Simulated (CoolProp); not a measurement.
Saturation properties of carbon monoxide.

The numbers come from the reference Helmholtz-energy equation of state, Lemmon 2006 in CoolProp. It is a short technical equation, of lower accuracy than the large ones.

```json
[
 {"T (°C)": "-176.35", "p (MPa)": "0.4262", "vapour density (kg/m³)": "16.74", "enthalpy of vaporisation (kJ/kg)": "190.4", "liquid cp (kJ/(kg K))": "2.258"},
 {"T (°C)": "-174.05", "p (MPa)": "0.5090", "vapour density (kg/m³)": "[?]", "enthalpy of vaporisation (kJ/kg)": "186.0", "liquid cp (kJ/(kg K))": "[?]"},
 {"T (°C)": "-171.75", "p (MPa)": "0.6029", "vapour density (kg/m³)": "23.43", "enthalpy of vaporisation (kJ/kg)": "181.4", "liquid cp (kJ/(kg K))": "2.331"},
 {"T (°C)": "-169.45", "p (MPa)": "0.7088", "vapour density (kg/m³)": "27.50", "enthalpy of vaporisation (kJ/kg)": "176.4", "liquid cp (kJ/(kg K))": "2.377"},
 {"T (°C)": "-167.25", "p (MPa)": "0.8219", "vapour density (kg/m³)": "31.91", "enthalpy of vaporisation (kJ/kg)": "171.4", "liquid cp (kJ/(kg K))": "2.431"},
 {"T (°C)": "-164.95", "p (MPa)": "0.9535", "vapour density (kg/m³)": "37.14", "enthalpy of vaporisation (kJ/kg)": "165.8", "liquid cp (kJ/(kg K))": "2.497"},
 {"T (°C)": "-162.65", "p (MPa)": "1.100", "vapour density (kg/m³)": "43.11", "enthalpy of vaporisation (kJ/kg)": "[?]", "liquid cp (kJ/(kg K))": "2.577"},
 {"T (°C)": "-160.45", "p (MPa)": "1.254", "vapour density (kg/m³)": "49.60", "enthalpy of vaporisation (kJ/kg)": "153.5", "liquid cp (kJ/(kg K))": "2.671"},
 {"T (°C)": "-158.15", "p (MPa)": "1.431", "vapour density (kg/m³)": "57.37", "enthalpy of vaporisation (kJ/kg)": "146.5", "liquid cp (kJ/(kg K))": "2.793"},
 {"T (°C)": "-155.85", "p (MPa)": "1.625", "vapour density (kg/m³)": "66.33", "enthalpy of vaporisation (kJ/kg)": "138.9", "liquid cp (kJ/(kg K))": "2.950"},
 {"T (°C)": "-153.55", "p (MPa)": "1.838", "vapour density (kg/m³)": "76.78", "enthalpy of vaporisation (kJ/kg)": "130.5", "liquid cp (kJ/(kg K))": "3.159"},
 {"T (°C)": "-151.35", "p (MPa)": "2.059", "vapour density (kg/m³)": "88.54", "enthalpy of vaporisation (kJ/kg)": "121.5", "liquid cp (kJ/(kg K))": "3.435"},
 {"T (°C)": "-149.05", "p (MPa)": "2.311", "vapour density (kg/m³)": "103.3", "enthalpy of vaporisation (kJ/kg)": "110.8", "liquid cp (kJ/(kg K))": "[?]"},
 {"T (°C)": "-146.75", "p (MPa)": "[?]", "vapour density (kg/m³)": "121.7", "enthalpy of vaporisation (kJ/kg)": "98.35", "liquid cp (kJ/(kg K))": "4.591"}
]
```

### Question
Some entries are withheld; supply them.

### Answer

- -174.05, vapour density (kg/m³): 19.86
- -174.05, liquid cp (kJ/(kg K)): 2.291
- -162.65, enthalpy of vaporisation (kJ/kg): 159.7
- -149.05, liquid cp (kJ/(kg K)): 3.865
- -146.75, p (MPa): 2.585

It boils at -191.5 °C under 1 atm.
